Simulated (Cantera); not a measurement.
# Thermodynamics of silicon nitride deposition, feed SiHCl3 + N2

Input: 1 mol SiHCl3, 6 mol N2, at 998.15 K and 1.00 bar.

Cantera equilibrium calculation (NASA polynomials, part measured and part estimated; ideal gas, pure solids and liquids). Candidate condensed phases: NH4Cl, Si, Si3N4; 28 gas species. N2 is the only nitrogen source here; it is nearly inert below about 1500 K, so the nitride shown seldom forms there in practice. The tables' values for SiCl3 are old estimates; treat these amounts as uncertain. Rates play no part.

```json
{
  "x(N2)": "0.800",
  "x(HCl)": "0.0989",
  "x(SiCl4)": "0.0802",
  "x(H2)": "0.0205",
  "x(SiHCl3)": "0.000115",
  "x(SiCl3)": "1.37e-5",
  "x(NH3)": "1.55e-6",
  "n(Si3N4(s))": "0.142 mol",
  "gas_amount": "7.142 mol",
  "log10 activity of Si(s) (absent)": "-7.15"
}
```
